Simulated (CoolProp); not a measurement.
Chlorine at 293.15 K and 2.84 MPa is throttled through a valve to 1.21 MPa with no heat exchange. Each further row changes one setting.

Computed with CoolProp (reference Helmholtz-energy equation of state, Thol 2021).

```csv
case,temperature change (K),final phase,final density (kg/m³)
as stated,?,liquid,1410
outlet pressure 0.363 MPa,?,?,?
outlet pressure 1.57 MPa,?,liquid,1410
```

Task: Complete the blanks.

Result: 
- as stated, temperature change (K): +0.4
- outlet pressure 0.363 MPa, temperature change (K): -20.4
- outlet pressure 0.363 MPa, final phase: two-phase, vapour fraction 0.077
- outlet pressure 0.363 MPa, final density (kg/m³): 143
- outlet pressure 1.57 MPa, temperature change (K): +0.3
